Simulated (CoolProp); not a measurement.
The fluid at 298.15 K and 5.52 MPa (liquid) is heated at constant pressure to 476.4 K. The same conditions are run with several fluids, on thermodynamics alone (safety and materials aside).

Computed with CoolProp (reference Helmholtz-energy equation of state of each fluid (neopentane: Lemmon 2006; c-C4F8 (RC318): Platzer 1990; o-xylene: Zhou 2012; hydrogen sulfide: Lemmon 2006; R115: Lemmon 2016)). The equations of Platzer and Polt are older, rougher fits.

| fluid | heat (kJ/kg) | final phase | final density (kg/m³) |
|---|---|---|---|
| neopentane | 541 | supercritical | 239 |
| c-C4F8 (RC318) | 239 | supercritical | 406 |
| o-xylene | 367 | liquid | 721 |
| hydrogen sulfide | 604 | gas | 52.4 |
| R115 | 228 | supercritical | 268 |
